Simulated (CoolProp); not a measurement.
The fluid at 298.15 K and 0.0866 MPa expands adiabatically to 0.0269 MPa with isentropic efficiency 0.8. The same conditions are run with several fluids, on thermodynamics alone (safety and materials aside).

Values from CoolProp's reference Helmholtz-energy equation of state of each fluid (R134a: Tillner-Roth 1994; vinyl chloride: Thol 2022; chloromethane (R40): Thol 2014; R22: Kamei 1995; R410A: Lemmon 2003). Blends and air are pseudo-pure fits.

```csv
fluid,work (kJ/kg),final temperature (K),final density (kg/m³)
R134a,21.1,…,1.23
vinyl chloride,33.4,256.0,0.796
chloromethane (R40),40.1,244.7,…
R22,24.3,258.2,1.09
R410A,29.1,259.8,…
```

Question: Fill in the missing entries.

Answer: 
- R134a, final temperature (K): 270.9
- chloromethane (R40), final density (kg/m³): 0.674
- R410A, final density (kg/m³): 0.909
